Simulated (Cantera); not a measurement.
Input: 1 mol B2O3, 3.8 mol HF, 47 mol H2, held at 2.00 Pa.

Equilibrium computed with Cantera from the NASA thermochemical tables; the gas is ideal and each condensed phase is pure. Candidate condensed phases: B, B2O3, B3O3H3, H2O; 43 gas species. Equilibrium is a limit: real reactors are often held back by kinetics, nucleation or transport. All values below are at 875 °C.

Base state: H2 0.907, HF 0.0383, BOF 0.0345, H2O 0.0156, HBO2 0.00386, BF3 0.000185, H 1.53e-5, B2O3 1.01e-5 (mole fractions); condensed: gas only.

**Question.** What changes in the equilibrium state with this change: B2O3 replaced by CuO?

**Answer.** 
| species | before | after |
|---|---|---|
| H2 | 0.907 | 0.905 |
| HF | 0.0383 | 0.0748 |
| H2O | 0.0156 | 0.0197 |
| BOF | 0.0345 | 0 |
| Cu | 0 | 0.000136 |
| HBO2 | 0.00386 | 0 |
| BF3 | 0.000185 | 0 |
| B2O3 | 1.01e-5 | 0 |
| H | 1.53e-5 | 1.52e-5 |
| Cu(s), mol | 0 | 0.993 |
Further candidate phases: Cu, CuF2, CuO, Cu(OH)2, Cu2O.
